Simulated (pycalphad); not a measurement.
Freezing of Si-C alloys with rising C

Computed with pycalphad from the COST 507 light-alloy database (1999), at 1 atm. The data set is of 1999 and partly superseded. Phase fractions are per mole of atoms.

Scheil-Gulliver runs (no diffusion in the solid, steps of 4 K) beside full equilibrium.

```csv
alloy,liquidus (K),"Scheil, half solid (K)","Scheil, 80 % solid (K)","Scheil, invariant end (K)",liquid left at that end,equilibrium solidus (K)
Si-0.45C (at.%),2322,at the invariant end,at the invariant end,1687,0.99,1687
Si-0.91C (at.%),…,at the invariant end,at the invariant end,1687,…,1687
Si-1.36C (at.%),2524,at the invariant end,at the invariant end,1687,0.97,1687
Si-1.81C (at.%),2581,at the invariant end,at the invariant end,1687,0.96,1687
```

Question: What belongs in the gaps?

Answer: 
- Si-0.91C (at.%), liquidus (K): 2447
- Si-0.91C (at.%), liquid left at that end: 0.98
